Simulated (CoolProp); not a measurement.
R507A at 462.5 K and 7.84 MPa flows at 15 m/s in a round tube of 10 mm bore and 1.5 µm roughness, fully developed (64/Re and Nu = 3.66 if laminar; Colebrook and Gnielinski if turbulent). Each further row changes one setting.

The numbers come from the reference Helmholtz-energy equation of state, Lemmon 2003 in CoolProp. It is a pseudo-pure fit of the blend.

| case | Reynolds number | Darcy friction factor | pressure drop (Pa/m) | heat-transfer coefficient (W/(m² K)) | mass flow (kg/h) |
|---|---|---|---|---|---|
| as stated | 1460000 | … | 40800 | 9240 | … |
| velocity 30 m/s | 2920000 | … | 159000 | 18000 | 2230 |
| diameter 20 mm | 2920000 | 0.0121 | 17900 | … | 4460 |

Q: Some entries are withheld; supply them.

A: 
- as stated, Darcy friction factor: 0.0138
- as stated, mass flow (kg/h): 1120
- velocity 30 m/s, Darcy friction factor: 0.0134
- diameter 20 mm, heat-transfer coefficient (W/(m² K)): 8110

Viscosity comes from a separate model (Geller 2000). Thermal conductivity comes from a separate model (Geller 2001).
